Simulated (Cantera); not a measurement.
Feed: 1 mol Cu, 0.083 mol CO₂, 0.46 mol CO, held at 452 °C.

Equilibrium computed with Cantera from the NASA thermochemical tables; the gas is ideal and each condensed phase is pure. Candidate condensed phases: C, Cu, CuO, Cu₂O; 15 gas species. Equilibrium is a limit: real reactors are often held back by kinetics, nucleation or transport.

Question: Which condensed phases are stable at each of these points (P (Pa)): 10, 120, 1600, 19000, 240000, 3000000?

Answer: 
| P (Pa) | condensed phases | Cu condensed (%) |
|---|---|---|
| 10 | Cu(s) | 100.0 |
| 120 | C(graphite) + Cu(s) | 100.0 |
| 1600 | C(graphite) + Cu(s) | 100.0 |
| 19000 | C(graphite) + Cu(s) | 100.0 |
| 240000 | C(graphite) + Cu(s) | 100.0 |
| 3000000 | C(graphite) + Cu(s) | 100.0 |

At 0.000100 bar the condensed part is Cu(s). From 0.00120 bar to 30.0 bar the condensed part is C(graphite) + Cu(s).
